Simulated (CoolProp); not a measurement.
Vapour-liquid equilibrium of cyclohexane (1) + ethylbenzene (2) at 423.3 K; x and y are mole fractions of (1).

The numbers come from the multi-fluid Helmholtz-energy mixture model, Zhou 2014 and Zhou 2012; pair parameters Bell 2016 in CoolProp.

```tsv
x	bubble pressure (MPa)	y at the bubble point	dew pressure at overall composition x (MPa)	liquid density (mol/L)
0.05	0.1690	0.174	___	7.059
0.2	0.2387	0.493	0.1731	7.149
0.35	0.3047	0.665	0.2016	___
0.5	0.3661	0.775	___	7.327
0.65	0.4237	0.854	0.2977	7.417
0.8	0.4794	0.920	0.3831	7.511
0.95	___	0.980	0.5071	7.612
```

### Question
Some entries are withheld; supply them.

### Answer

- 0.05, dew pressure at overall composition x (MPa): 0.1515
- 0.35, liquid density (mol/L): 7.238
- 0.5, dew pressure at overall composition x (MPa): 0.2409
- 0.95, bubble pressure (MPa): 0.5355

No azeotrope shows between x = 0.05 and 0.95.

Pair parameters are fitted to limited data, so mixtures are less certain than the pure fluids.
